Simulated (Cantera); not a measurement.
An isothermal, constant-pressure homogeneous reactor starts with 54.8 % CH₄, 42.8 % H₂O, 2.41 % N₂, at 1348 K and 100000 Pa.

Cantera simulation using GRI-Mech 3.0 (53 species, 325 reactions); the numbers are that mechanism's predictions, not measurements.

x: mole fraction; the columns are a selection and need not sum to one.

| t (s) | x CH₄ | x H₂O | x CH₂ | x O | x CO |
|---|---|---|---|---|---|
| 1.00e-6 | 0.548 | 0.428 | <1e-12 | <1e-12 | <1e-12 |
| 5.24e-6 | 0.548 | 0.428 | <1e-12 | <1e-12 | <1e-12 |
| 2.75e-5 | 0.548 | 0.428 | <1e-12 | <1e-12 | <1e-12 |
| 0.000144 | 0.548 | 0.428 | <1e-12 | <1e-12 | <1e-12 |
| 0.000756 | 0.548 | 0.428 | 1.21e-11 | <1e-12 | 5.01e-12 |
| 0.00397 | 0.548 | 0.428 | 1.99e-11 | <1e-12 | 8.18e-10 |
| 0.0208 | 0.548 | 0.428 | 3.48e-11 | <1e-12 | … |
| 0.109 | 0.544 | 0.427 | 7.48e-11 | <1e-12 | … |
| 0.572 | 0.523 | 0.422 | 9.03e-11 | <1e-12 | … |
| 3.00 | 0.434 | 0.397 | 1.36e-10 | <1e-12 | … |

### Question
What belongs in the gaps?

### Answer

- 0.0208, x CO: 4.51e-8
- 0.109, x CO: 2.51e-6
- 0.572, x CO: 4.11e-5
- 3.00, x CO: 0.000587
